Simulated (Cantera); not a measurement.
Cantera run:

```python
import numpy as np
import cantera as ct

gas_names = """
    H SiH3
""".split()
cond_names = """
    Si(cr) Si(L)
""".split()


# ... load() reads the species with a 1 bar reference pressure and builds the phases ...
species = {s.name: s for s in load("nasa_gas.yaml", gas_names) + load("nasa_condensed.yaml", cond_names)}
# Each term lists the table entries of one substance; the one whose range holds T is used.
reactions = {
    '3 H(g) + Si = SiH3(g)':
        [(-3, ['H']), (-1, ['Si(cr)', 'Si(L)']), (1, ['SiH3'])],
}


def pick(names, T):
    return next(species[n] for n in names if species[n].thermo.min_temp <= T <= species[n].thermo.max_temp)


results = []
for label, terms in reactions.items():
    print(label)
    print("     T/K   dH/kJ  dS/(J/K)   dG/kJ   log10 K")
    for T in [300, 675, 875, 1075, 1275, 1475, 1675, 1875, 2075, 2275]:
        used = [(nu, pick(names, T)) for nu, names in terms]
        dH = sum(nu * s.thermo.h(T) for nu, s in used) / 1e6
        dS = sum(nu * s.thermo.s(T) for nu, s in used) / 1e3
        dG = dH - T * dS / 1e3
        logK = -dG * 1e6 / (ct.gas_constant * T * np.log(10))
        results.append((label, T, dH, dS, dG, logK, [s.name for _, s in used]))
        print(f"{T:8g} {dH:8.1f} {dS:8.1f} {dG:8.1f} {logK:8.2f}")
```

Result:

```
3 H(g) + Si = SiH3(g)
     T/K   dH/kJ  dS/(J/K)   dG/kJ   log10 K
     300   -444.7   -146.7   -400.7    69.77
     675   -458.4   -177.2   -338.8    26.22
     875   -463.7   -184.0   -302.7    18.07
    1075   -468.0   -188.5   -265.4    12.89
    1275   -471.8   -191.7   -227.3     9.31
    1475   -475.2   -194.2   -188.7     6.68
    1675   -478.2   -196.1   -149.7     4.67
    1875   -530.9   -227.2   -104.8     2.92
    2075   -533.1   -228.4    -59.3     1.49
    2275   -535.2   -229.3    -13.5     0.31
```

Standard-state values (1 bar) from the NASA 1993 polynomials, evaluated with Cantera. Condensed species are held in their standard states even where they would react or evaporate.
